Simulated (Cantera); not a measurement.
# Reactions in the system F-Pb-S

Source: NASA polynomial tables (part measured, part estimated), evaluated in Cantera. Values are per mole of reaction as written; species without (g) are pure solids or liquids, kept so even where they would boil at 1 bar.

PbS(g) + 2 F₂(g) → Pb(g) + SF₄(g)

| T (K) | ΔH° (kJ) | ΔS° (J/K) | ΔG° (kJ) | log10 K |
|---|---|---|---|---|
| 398 | -699.4 | -180.9 | -627.4 | 82.34 |
| 598 | -697.6 | -177.3 | -591.6 | 51.67 |
| 798 | -695.3 | -174.0 | -556.4 | 36.42 |
| 998 | -692.7 | -171.1 | -521.9 | 27.32 |
| 1198 | -690.1 | -168.7 | -488.0 | 21.28 |
| 1398 | -687.6 | -166.8 | -454.4 | 16.98 |
| 1598 | -684.9 | -165.0 | -421.2 | 13.77 |
| 1798 | -682.1 | -163.3 | -388.4 | 11.28 |
